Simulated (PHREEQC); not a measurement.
1.8 g of hydrous ferric oxide (600 m²/g; 0.2 weak and 0.005 strong sites per Fe, Dzombak-Morel constants, diffuse double layer) in 1 kg of water with 0.01 mol/kgw of an inert sodium salt and 2.2 mmol/kgw H3BO3, at 25 °C; the pH is set by adding NaOH or the inert anion's acid. Oxygen alone is held at its pressure in air (log pO2 = -0.68). No CO2 enters from the air. Precipitation was switched off in this run.

Base run: PHREEQC, ion-association model, wateq4f.dat. Each further column changes one thing. The table gives surface charge σ (C/m²).

```json
[
 {"pH": "4", "base": "0.221", "background salt from 0.01 to 0.001 mol/kgw": "?", "oxide from 1.8 to 9 g/kgw": "0.241", "0.0016 mol/kgw CuCl2 added": "0.240"},
 {"pH": "4.67", "base": "0.146", "background salt from 0.01 to 0.001 mol/kgw": "0.076", "oxide from 1.8 to 9 g/kgw": "0.158", "0.0016 mol/kgw CuCl2 added": "0.171"},
 {"pH": "6", "base": "0.050", "background salt from 0.01 to 0.001 mol/kgw": "0.020", "oxide from 1.8 to 9 g/kgw": "0.052", "0.0016 mol/kgw CuCl2 added": "?"},
 {"pH": "6.67", "base": "0.025", "background salt from 0.01 to 0.001 mol/kgw": "0.009", "oxide from 1.8 to 9 g/kgw": "0.026", "0.0016 mol/kgw CuCl2 added": "0.067"},
 {"pH": "7.33", "base": "0.011", "background salt from 0.01 to 0.001 mol/kgw": "?", "oxide from 1.8 to 9 g/kgw": "0.011", "0.0016 mol/kgw CuCl2 added": "0.039"},
 {"pH": "8.67", "base": "-0.008", "background salt from 0.01 to 0.001 mol/kgw": "-0.003", "oxide from 1.8 to 9 g/kgw": "-0.008", "0.0016 mol/kgw CuCl2 added": "0.007"},
 {"pH": "9.33", "base": "-0.021", "background salt from 0.01 to 0.001 mol/kgw": "-0.010", "oxide from 1.8 to 9 g/kgw": "-0.021", "0.0016 mol/kgw CuCl2 added": "-0.002"},
 {"pH": "10", "base": "-0.044", "background salt from 0.01 to 0.001 mol/kgw": "-0.025", "oxide from 1.8 to 9 g/kgw": "?", "0.0016 mol/kgw CuCl2 added": "-0.014"},
 {"pH": "11.33", "base": "-0.140", "background salt from 0.01 to 0.001 mol/kgw": "-0.105", "oxide from 1.8 to 9 g/kgw": "-0.148", "0.0016 mol/kgw CuCl2 added": "-0.056"},
 {"pH": "12", "base": "-0.236", "background salt from 0.01 to 0.001 mol/kgw": "-0.213", "oxide from 1.8 to 9 g/kgw": "-0.247", "0.0016 mol/kgw CuCl2 added": "-0.105"}
]
```

What belongs in the gaps?


- 4, background salt from 0.01 to 0.001 mol/kgw: 0.137
- 6, 0.0016 mol/kgw CuCl2 added: 0.102
- 7.33, background salt from 0.01 to 0.001 mol/kgw: 0.004
- 10, oxide from 1.8 to 9 g/kgw: -0.045

 In at least one series the solution becomes supersaturated in solids that the run did not let form, among them Cu(OH)2. The database's constant for dissolved Cu(OH)2 is higher than later reviews accept.
